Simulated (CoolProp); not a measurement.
Aqueous methanol as a coolant, 42 % by mass, freezing at -41.6 °C, 1 atm.

Computed with CoolProp (Melinder's fits for secondary coolants).

```
T (°C)  cp (kJ/(kg K))  conductivity (W/(m K))  viscosity (mPa s)  density (kg/m³)
------  --------------  ----------------------  -----------------  ---------------
-17              3.439                   0.361               7.48            951.6
-9.2             3.532                   0.364                  …            947.5
-1.3             3.616                   0.368               3.78            943.2
6.5              3.689                   0.371                  …            938.9
14.4             3.749                   0.375               2.18            934.3
22.2             3.794                   0.378               1.72                …
30.1                 …                   0.382               1.38                …
37.9                 …                       …               1.13            919.8
```

Q: Some entries are withheld; supply them.

A: 
- -9.2, viscosity (mPa s): 5.23
- 6.5, viscosity (mPa s): 2.83
- 22.2, density (kg/m³): 929.6
- 30.1, cp (kJ/(kg K)): 3.824
- 30.1, density (kg/m³): 924.7
- 37.9, cp (kJ/(kg K)): 3.835
- 37.9, conductivity (W/(m K)): 0.386
